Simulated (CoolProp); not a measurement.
1,2-dichloroethane along the isobar 74.5 bar: fugacity coefficient from the reference equation and from simpler models built on Tc = 561.6 K, pc = 52.26 bar, ω = 0.269; each cubic takes its own stable root.

Model: reference Helmholtz-energy equation of state, Thol 2015, in CoolProp.

```json
[
 {"T (K)": "343.4", "phase": "liquid", "reference": "0.01071", "van der Waals": "0.08773", "Redlich-Kwong": "0.02177", "Soave-Redlich-Kwong": "0.01081"},
 {"T (K)": "352.9", "phase": "liquid", "reference": "0.01454", "van der Waals": "0.1003", "Redlich-Kwong": "0.02825", "Soave-Redlich-Kwong": "0.01475"},
 {"T (K)": "362.3", "phase": "liquid", "reference": "0.01929", "van der Waals": "0.1137", "Redlich-Kwong": "0.03591", "Soave-Redlich-Kwong": "0.01966"},
 {"T (K)": "371.7", "phase": "liquid", "reference": "0.02514", "van der Waals": "0.1279", "Redlich-Kwong": "0.04492", "Soave-Redlich-Kwong": "0.02573"},
 {"T (K)": "381.2", "phase": "liquid", "reference": "0.03232", "van der Waals": "0.1432", "Redlich-Kwong": "0.05547", "Soave-Redlich-Kwong": "0.03320"},
 {"T (K)": "390.6", "phase": "liquid", "reference": "0.04079", "van der Waals": "0.1593", "Redlich-Kwong": "0.06741", "Soave-Redlich-Kwong": "0.04206"},
 {"T (K)": "400", "phase": "liquid", "reference": "0.05077", "van der Waals": "0.1761", "Redlich-Kwong": "0.08090", "Soave-Redlich-Kwong": "0.05253"},
 {"T (K)": "409.5", "phase": "liquid", "reference": "0.06249", "van der Waals": "0.1939", "Redlich-Kwong": "0.09614", "Soave-Redlich-Kwong": "0.06487"},
 {"T (K)": "418.9", "phase": "liquid", "reference": "0.07582", "van der Waals": "0.2123", "Redlich-Kwong": "0.1128", "Soave-Redlich-Kwong": "0.07894"},
 {"T (K)": "428.3", "phase": "liquid", "reference": "0.09095", "van der Waals": "0.2314", "Redlich-Kwong": "0.1311", "Soave-Redlich-Kwong": "0.09495"},
 {"T (K)": "437.7", "phase": "liquid", "reference": "0.1080", "van der Waals": "0.2512", "Redlich-Kwong": "0.1509", "Soave-Redlich-Kwong": "0.1130"},
 {"T (K)": "447.2", "phase": "liquid", "reference": "0.1271", "van der Waals": "0.2718", "Redlich-Kwong": "0.1725", "Soave-Redlich-Kwong": "0.1333"},
 {"T (K)": "456.6", "phase": "liquid", "reference": "0.1480", "van der Waals": "0.2927", "Redlich-Kwong": "0.1953", "Soave-Redlich-Kwong": "0.1554"},
 {"T (K)": "466", "phase": "liquid", "reference": "0.1708", "van der Waals": "0.3141", "Redlich-Kwong": "0.2195", "Soave-Redlich-Kwong": "0.1797"},
 {"T (K)": "475.5", "phase": "liquid", "reference": "0.1959", "van der Waals": "0.3362", "Redlich-Kwong": "0.2453", "Soave-Redlich-Kwong": "0.2062"},
 {"T (K)": "484.9", "phase": "liquid", "reference": "0.2226", "van der Waals": "0.3584", "Redlich-Kwong": "0.2719", "Soave-Redlich-Kwong": "0.2344"}
]
```
